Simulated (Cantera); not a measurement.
An isothermal, constant-pressure homogeneous reactor starts with NH₃ : N₂ = 1 : 1.8 (molar parts), at 2298 K and 12.8 Torr. Integrator tolerance rtol = 1e-08.

Computed with Cantera and the gas-phase N/H chemistry of the illustrative SiF4/NH3 mechanism in the Surface Chemkin manual (1991). Walls and surfaces, which speed up NH3 decomposition in real reactors, are not modelled.

| quantity | before | after |
|---|---|---|
| x(NH₃) at 1.00 s | 2.94e-5 (gas-phase equilibrium 3.76e-8) | 0.000134 (gas-phase equilibrium 2.90e-8) |
| x(H₂) at 1.00 s | 0.386 (gas-phase equilibrium 0.364) | 0.388 (gas-phase equilibrium 0.360) |
| x(NH₂) at 1.00 s | 3.03e-6 (gas-phase equilibrium 1.46e-8) | 9.83e-6 (gas-phase equilibrium 1.28e-8) |
| x(N₂) at 1.00 s | 0.601 (gas-phase equilibrium 0.592) | 0.603 (gas-phase equilibrium 0.590) |
| x(N₂H₄) at 1.00 s | <1e-12 (gas-phase equilibrium <1e-12) | <1e-12 (gas-phase equilibrium <1e-12) |
| x(NH) at 1.00 s | 2.16e-6 (gas-phase equilibrium 3.94e-8) | 4.98e-6 (gas-phase equilibrium 3.91e-8) |
| x(N₂H₂) at 1.00 s | 1.39e-10 (gas-phase equilibrium <1e-12) | 1.13e-9 (gas-phase equilibrium <1e-12) |

What was changed between the two runs?
A. pressure from 12.8 Torr to 760 Torr
B. pressure from 12.8 Torr to 10.00 Torr
C. pressure from 12.8 Torr to 53.3 Torr
D. NH3 1 to 5.1 parts

B, pressure from 12.8 Torr to 10.00 Torr
